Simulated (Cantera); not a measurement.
Cantera run:

```python
import numpy as np
import cantera as ct

gas_names = [...]  # 151 gases of nasa_gas.yaml made of C, H, N, O, Si
cond_names = """
    C(gr) C6H6(L) C7H8(L) C8H18(L),n-octa H2O(s) H2O(L) Si(cr) Si(L) SiC(b) SiO2(Lqz) SiO2(hqz) SiO2(L)
    Si2N2O(s) Si3N4(a)
""".split()


# ... load() reads the species with a 1 bar reference pressure and builds the phases ...
atoms = {
    'Si3N4': {'Si': 3, 'N': 4},
    'O2': {'O': 2},
    'H2': {'H': 2},
    'CO2': {'C': 1, 'O': 2},
}
top_T = {'C(gr)': 4500, 'SiC(b)': 3050, 'Si2N2O(s)': 2100, 'Si3N4(a)': 2400}  # K; cautious upper limits of use, not melting points


# ... equilibrate(T, P, feed) seeds the gas with the atoms and calls Mixture.equilibrate('TP', solver="vcs", rtol=1e-11, max_steps=5000) ...
results = []
feed = {'Si3N4': 1, 'O2': 0.73, 'H2': 45, 'CO2': 2.2}  # mol
P = 12000  # Pa
for T in [1125, 1225, 1325, 1425, 1525, 1625, 1725, 1825, 1925]:
    mix = equilibrate(T, P, feed)
    results.append((T, P, feed, dict(zip(mix.species_names, mix.species_moles))))

top = {s: max(r[3][s] / sum(r[3][g] for g in gas_names) for r in results) for s in gas_names}
cols = sorted((s for s in top if top[s] > 1e-05), key=lambda s: -top[s])[:7]
seen = [c for c in cond_names if any(r[3].get(c, 0) > 1e-12 for r in results)]
print("log10 of partial pressures in bar; condensed amounts in mol")
print(f"{'T/K':>10s}" + "".join(f"{s[:9]:>10s}" for s in cols + seen))
for T, P, feed, n in results:
    ng = sum(n[g] for g in gas_names)
    print(f"{T:10.4g}" + "".join(f"{np.log10(max(n[s] / ng * P / 1e5, 1e-99)):10.3f}" for s in cols)
          + "".join(f"{n.get(c, 0):10.4g}" for c in seen))
```

Output:

```
log10 of partial pressures in bar; condensed amounts in mol
       T/K        H2       SiO        CO        N2       H2O       CH4         H     C(gr) SiO2(hqz)   SiO2(L) Si2N2O(s)
      1125    -0.942   -10.741    -3.166    -2.322    -5.300    -3.425    -7.823     1.785     2.727         0    0.1364
      1225    -0.947    -8.791    -2.524    -2.407    -5.177    -3.776    -6.980     0.943     2.112         0    0.4441
      1325    -0.953    -7.127    -2.267    -2.518    -5.089    -4.352    -6.263         0      1.45         0    0.7748
      1425    -0.953    -5.733    -2.264    -2.520    -4.979    -5.085    -5.642         0      1.44         0    0.7798
      1525    -0.953    -4.527    -2.264    -2.519    -4.883    -5.723    -5.102         0     1.433         0    0.7773
      1625    -0.954    -3.477    -2.265    -2.506    -4.797    -6.290    -4.629         0     1.391         0     0.737
      1725    -0.966    -2.580    -2.277    -2.420    -4.710    -6.841    -4.214         0         0      1.07    0.4177
      1825    -0.981    -2.259    -2.291    -2.332    -4.172    -7.809    -3.847         0         0    0.6309         0
      1925    -0.984    -2.236    -2.293    -2.334    -3.420    -8.903    -3.512         0         0    0.4941         0
```

Method: chemical equilibrium by Gibbs-energy minimisation in Cantera with the NASA 1993 tables (ideal gas, pure condensed phases). Mutual solubility and eutectic melting of coexisting phases are not modelled. The tables hold silica as quartz up to 1696 K and as liquid above; real silica turns to tridymite and cristobalite and melts near 1996 K.
